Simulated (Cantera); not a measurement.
Input: 1 mol C, 5.2 mol H₂, 0.78 mol O₂, at 1325 K and 1000000 Pa.

Cantera equilibrium calculation (NASA polynomials, part measured and part estimated; ideal gas, pure solids and liquids). Candidate condensed phases: C, C₆H₆, C₇H₈, C₈H₁₈, H₂O; 110 gas species. Equilibrium is a limit: real reactors are often held back by kinetics, nucleation or transport.

Base state: H₂ 0.752, CO 0.150, H₂O 0.0854, CO₂ 0.00913, CH₄ 0.00360 (mole fractions); condensed: gas only.

### Question
What changes in the equilibrium state with this change: O₂ from 0.78 to 0.018 mol?

### Answer
```tsv
species	before	after
H₂	0.752	0.934
CH₄	0.00360	0.0586
CO	0.150	0.00682
H₂O	0.0854	0.000458
CO₂	0.00913	1.80e-6
C₂H₄	8.97e-8	1.54e-5
C(graphite), mol	0	0.676
```
